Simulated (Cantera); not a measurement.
Feed: 1 mol SiH4, a varied amount of N2, 23 mol H2, held at 70.0 mbar.

Cantera equilibrium calculation (NASA polynomials, part measured and part estimated; ideal gas, pure solids and liquids). Candidate condensed phases: Si, Si3N4; 18 gas species. N2 is the only nitrogen source here; it is nearly inert below about 1500 K, so the nitride shown seldom forms there in practice. Mutual solubility and eutectic melting of coexisting phases are not modelled. Equilibrium is a limit: real reactors are often held back by kinetics, nucleation or transport.

Problem. What condenses at these points (T in °C, n(N2) in mol): (1302, 7.7); (1502, 2.4); (1602, 29); (1502, 26); (1652, 24); (1102, 16)?

Solution. 
```csv
T (°C),n(N2) in mol,condensed phases,Si condensed (%)
1302,7.7,Si3N4,100.0
1502,2.4,Si + Si3N4,99.8
1602,29,Si3N4,99.1
1502,26,Si3N4,99.9
1652,24,Si,98.1
1102,16,Si3N4,100.0
```
